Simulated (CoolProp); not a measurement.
A single-stage vapour-compression cycle with the fluid: evaporating at 238.15 K (dew point), condensing at 270.15 K (bubble point), superheat 10 K, subcooling 5 K, compressor efficiency 0.6, no pressure losses. The same conditions are run with several fluids, on thermodynamics alone (safety and materials aside).

The numbers come from the reference Helmholtz-energy equation of state of each fluid (CH3F (R41): Lemmon 2006; ethylene: Smukala 2000; vinyl chloride: Thol 2022; R1336mzz(E): Akasaka 2023; R410A: Lemmon 2003; hydrogen chloride: Thol 2018) in CoolProp. Blends and air are pseudo-pure fits.

### Question
Rank CH3F (R41), ethylene, vinyl chloride, R1336mzz(E), R410A, hydrogen chloride by cooling COP, highest first.

### Answer
R1336mzz(E) (4.09), vinyl chloride (4.04), R410A (3.93), CH3F (R41) (3.71), hydrogen chloride (3.67), ethylene (3.18)

| fluid | pressure ratio | discharge temperature (K) | refrigerating effect (kJ/kg) | volumetric capacity (kJ/m³) |
|---|---|---|---|---|
| CH3F (R41) | 2.73 | 341.5 | 369 | 4750 |
| ethylene | 2.27 | 317.9 | 276 | 7870 |
| vinyl chloride | 3.99 | 347.7 | 340 | 406 |
| R1336mzz(E) | 5.34 | 296.1 | 150 | 143 |
| R410A | 3.33 | 325.2 | 228 | 1860 |
| hydrogen chloride | 2.62 | 363.7 | 340 | 6150 |
